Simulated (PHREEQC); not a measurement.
Dissolve 0.00079 mol/kgw (CH3)4NF, 0.00017 mol/kgw Na2CO3 and 0.0015 mol/kgw HCl at 60 °C. Closed to the air; pH follows from the charge balance.

Computed with PHREEQC (ion-association model, wateq4f.dat).

* **pH**: 3.20
* **ionic strength**: 0.00179 mol/kgw
* **total alkalinity**: -1.16 meq/kg

| species | molality | activity | log γ |
|---|---|---|---|
| Cl- | 0.00150 | 0.00143 | -0.022 |
| (CH3)4N+ | 0.000790 | 0.000751 | -0.022 |
| H+ | 0.000658 | 0.000627 | -0.020 |
| HF | 0.000502 | 0.000502 | 0.000 |
| Na+ | 0.000340 | 0.000323 | -0.022 |
| F- | 0.000287 | 0.000273 | -0.022 |
| CO2 | 0.000170 | 0.000170 | 0.000 |
| HF2- | 6.32e-7 | 6.01e-7 | -0.022 |
| H2F2 | 1.71e-7 | 1.71e-7 | 0.000 |
| HCO3- | 1.46e-7 | 1.39e-7 | -0.021 |
| NaF | 5.07e-8 | 5.07e-8 | 0.000 |

Precipitation was switched off in this run. Complexes and solids missing from the database can't appear. (CH3)4N+ isn't in the database: it is added as a free cation with an ion size of 4 Å. Away from 25 °C the constants follow the database's enthalpies or fits; those with neither stay at their 25 °C values.
